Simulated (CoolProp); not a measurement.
Properties of CH3F (R41) at several states (Tc = 44.1 °C, pc = 5.906 MPa, ω = 0.200).

Computed with CoolProp (reference Helmholtz-energy equation of state, Lemmon 2006). It is a short technical equation, of lower accuracy than the large ones.

```json
[
 {"T (°C)": "8.75", "p (MPa)": "0.0828", "phase": "gas", "cp (kJ/(kg K))": "1.094", "isothermal compressibility (1/MPa)": "12.18"},
 {"T (°C)": "133.15", "p (MPa)": "0.0204", "phase": "gas", "cp (kJ/(kg K))": "1.312", "isothermal compressibility (1/MPa)": "49.05"},
 {"T (°C)": "137.45", "p (MPa)": "1.65", "phase": "gas", "cp (kJ/(kg K))": "1.407", "isothermal compressibility (1/MPa)": "0.6356"},
 {"T (°C)": "-106.35", "p (MPa)": "0.177", "phase": "liquid", "cp (kJ/(kg K))": "2.059", "isothermal compressibility (1/MPa)": "0.001064"},
 {"T (°C)": "-100.75", "p (MPa)": "3.67", "phase": "liquid", "cp (kJ/(kg K))": "2.049", "isothermal compressibility (1/MPa)": "0.001099"}
]
```
